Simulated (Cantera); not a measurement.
Input (Python, Cantera) and output of one run.

```python
import numpy as np
import cantera as ct

gas_names = """
    O2 F2
""".split()
cond_names = """
    Cu(L) CuF2(L) Cu2O(L)
""".split()


def load(file, names, dense=False):
    # The tables refer to 1 bar. Condensed volumes are neglected.
    table = {s.name: s for s in ct.Species.list_from_file(file)}
    out = []
    for n in names:
        d = dict(table[n].input_data)
        d["thermo"] = dict(d["thermo"], **{"reference-pressure": 1e5})
        if dense:
            d["equation-of-state"] = {"model": "constant-volume", "density": "1e6 g/cm^3"}
        out.append(ct.Species.from_dict(d))
    return out


species = {s.name: s for s in load("nasa_gas.yaml", gas_names) + load("nasa_condensed.yaml", cond_names)}
T = 1650
g = {n: (s.thermo.h(T) - T * s.thermo.s(T)) / (ct.gas_constant * T * np.log(10)) for n, s in species.items()}
valid = cond_names  # the entries whose range holds T


def stable(la, lb):
    # potentials (over RT ln 10) of the two non-metals from log10 p(O2) and log10 p(F2) in bar
    mu = {}
    mu["O"] = (g["O2"] + la) / 2
    mu["F"] = (g["F2"] + lb) / 2
    cost = {}
    for n in valid:
        c = species[n].composition
        cost[n] = (g[n] - sum(c.get(e, 0) * m for e, m in mu.items())) / c["Cu"]
    return min(cost, key=cost.get)


results = []
for lb in [1, -1, -3, -5, -7, -9, -11, -13, -15, -17]:
    row = [stable(la, lb) for la in [-15, -14.3, -13.6, -13, -12.3, -11.6, -10.9, -10.2, -9.5, -8.9, -8.2, -7.5, -6.8, -6.1, -5.5, -4.8, -4.1, -3.4, -2.7, -2, -1.4, -0.7, 0]]
    results.append(row)
    print(f"{lb:6.1f}  " + " ".join(f"{valid.index(n):x}" for n in row))
print("key: " + ", ".join(f"{i:x} {n}" for i, n in enumerate(valid)))
```

Output:

```
   1.0  1 1 1 1 1 1 1 1 1 1 1 1 1 1 1 1 1 1 1 1 1 1 1
  -1.0  1 1 1 1 1 1 1 1 1 1 1 1 1 1 1 1 1 1 1 1 1 1 1
  -3.0  1 1 1 1 1 1 1 1 1 1 1 1 1 1 1 1 1 1 1 1 1 1 1
  -5.0  1 1 1 1 1 1 1 1 1 1 1 1 1 1 1 1 1 1 1 1 1 1 1
  -7.0  1 1 1 1 1 1 1 1 1 1 1 1 1 1 1 1 1 1 1 1 1 1 1
  -9.0  1 1 1 1 1 1 1 1 1 1 1 1 1 1 1 1 1 1 1 1 1 1 1
 -11.0  0 0 0 0 0 0 0 0 0 0 0 0 0 0 0 0 0 0 2 2 2 2 2
 -13.0  0 0 0 0 0 0 0 0 0 0 0 0 0 0 0 0 0 0 2 2 2 2 2
 -15.0  0 0 0 0 0 0 0 0 0 0 0 0 0 0 0 0 0 0 2 2 2 2 2
 -17.0  0 0 0 0 0 0 0 0 0 0 0 0 0 0 0 0 0 0 2 2 2 2 2
key: 0 Cu(L), 1 CuF2(L), 2 Cu2O(L)
```

Cantera with NASA thermochemical tables; ideal gases at 1 bar, condensed phases pure. Part of the grid cannot be reached: there another gas would pass 10 bar, or a non-metal would condense.
